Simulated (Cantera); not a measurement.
Pyrogenic steam for wet oxidation

An isothermal, constant-pressure homogeneous reactor starts with H₂ : O₂ : N₂ = 1 : 1 : 0.74 (molar parts), at 1325 K and 0.632 atm.

Computed with Cantera and the H2/O2 subset of GRI-Mech 3.0, which has no nitrogen chemistry. The temperature is held fixed by assumption; the heat of reaction is taken as removed at once.

```tsv
t (s)	x H₂	x O₂	x OH	x H₂O	x O	x H₂O₂	x H
0.000500	5.41e-5	0.223	0.000434	0.446	2.75e-5	8.27e-7	1.67e-6
0.000998	1.34e-5	0.223	0.000259	0.446	9.62e-6	3.81e-7	3.13e-7
0.00199	4.03e-6	0.223	0.000164	0.446	3.83e-6	1.81e-7	7.37e-8
0.00397	1.51e-6	0.223	0.000108	0.446	1.67e-6	8.91e-8	2.08e-8
0.00793	6.65e-7	0.223	7.38e-5	0.446	7.85e-7	4.55e-8	6.75e-9
0.0158	3.36e-7	0.223	5.25e-5	0.446	3.99e-7	2.47e-8	2.55e-9
0.0316	2.07e-7	0.223	4.01e-5	0.446	2.33e-7	1.52e-8	1.25e-9
0.0630	1.67e-7	0.223	3.47e-5	0.446	1.75e-7	1.18e-8	8.83e-10
0.126	1.60e-7	0.223	3.36e-5	0.446	1.64e-7	1.12e-8	8.24e-10
0.251	1.60e-7	0.223	3.36e-5	0.446	1.64e-7	1.12e-8	8.22e-10
0.501	1.60e-7	0.223	3.36e-5	0.446	1.64e-7	1.12e-8	8.22e-10
1.00	1.60e-7	0.223	3.36e-5	0.446	1.64e-7	1.12e-8	8.22e-10
```
x: mole fraction; the columns are a selection and need not sum to one.

Equilibrium at this temperature and pressure: H₂ 1.60e-7, O₂ 0.223, OH 3.36e-5, H₂O 0.446, O 1.64e-7, H₂O₂ 1.12e-8, H 8.22e-10 (gas phase only).
